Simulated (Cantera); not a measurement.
What does this Cantera script print?

```python
import numpy as np
import cantera as ct

gas_names = """
    H H2 N NH NH2 NH3 N2 N2H2 N2H4 Si SiH SiH2 SiH3 SiH4 SiN Si2 Si2N Si3
""".split()
cond_names = """
    Si(cr) Si(L) Si3N4(a)
""".split()


# ... load() reads the species with a 1 bar reference pressure and builds the phases ...
atoms = {
    'trisilylamine': {'Si': 3, 'N': 1, 'H': 9},
    'NH3': {'N': 1, 'H': 3},
    'N2': {'N': 2},
}
top_T = {'Si3N4(a)': 2400}  # K; cautious upper limits of use, not melting points


# ... equilibrate(T, P, feed) seeds the gas with the atoms and calls Mixture.equilibrate('TP', solver="vcs", rtol=1e-11, max_steps=5000) ...
results = []
feed = {'trisilylamine': 1, 'NH3': 0.31, 'N2': 6.1}  # mol
T = 2098.15  # K
for P in [5, 21, 85, 350, 1400, 5900, 24000, 100000]:
    mix = equilibrate(T, P, feed)
    results.append((T, P, feed, dict(zip(mix.species_names, mix.species_moles))))

top = {s: max(r[3][s] / sum(r[3][g] for g in gas_names) for r in results) for s in gas_names}
cols = sorted((s for s in top if top[s] > 1e-05), key=lambda s: -top[s])[:9]
seen = [c for c in cond_names if any(r[3].get(c, 0) > 1e-12 for r in results)]
print("log10 of partial pressures in bar; condensed amounts in mol")
print(f"{'P/Pa':>10s}" + "".join(f"{s[:9]:>10s}" for s in cols + seen))
for T, P, feed, n in results:
    ng = sum(n[g] for g in gas_names)
    print(f"{P:10.4g}" + "".join(f"{np.log10(max(n[s] / ng * P / 1e5, 1e-99)):10.3f}" for s in cols)
          + "".join(f"{n.get(c, 0):10.4g}" for c in seen))
```

Output:

```
log10 of partial pressures in bar; condensed amounts in mol
      P/Pa        N2        H2         H        Si       Si2       SiH      Si2N       SiN       Si3     Si(L)  Si3N4(a)
         5    -4.684    -4.989    -5.006    -5.039    -8.081    -7.797    -9.138    -8.062    -9.926         0         0
        21    -4.040    -4.256    -4.639    -4.399    -6.802    -6.791    -7.536    -7.101    -8.007         0         0
        85    -3.401    -3.574    -4.298    -3.883    -5.770    -5.934    -6.185    -6.265    -6.459    0.6535         0
       350    -2.720    -2.872    -3.947    -3.883    -5.770    -5.583    -5.845    -5.925    -6.459     2.496         0
      1400    -2.101    -2.244    -3.633    -3.883    -5.770    -5.269    -5.535    -5.615    -6.459     2.872         0
      5900    -1.471    -1.609    -3.316    -3.883    -5.770    -4.952    -5.220    -5.300    -6.459     2.966         0
   2.4e+04    -0.860    -0.996    -3.010    -3.883    -5.770    -4.645    -4.915    -4.995    -6.459      2.99         0
     1e+05    -0.252    -0.359    -2.691    -3.883    -5.770    -4.327    -4.611    -4.691    -6.459     2.368    0.2095
```

These are equilibrium values from Cantera (NASA tables, ideal gas, pure condensed phases), not measurements of a reactor. The feed counts by its element totals alone. Mutual solubility and eutectic melting of coexisting phases are not modelled. The tables' values for SiN are old estimates; treat these amounts as uncertain. Gases not in the tables: Si2H6 and higher silanes.
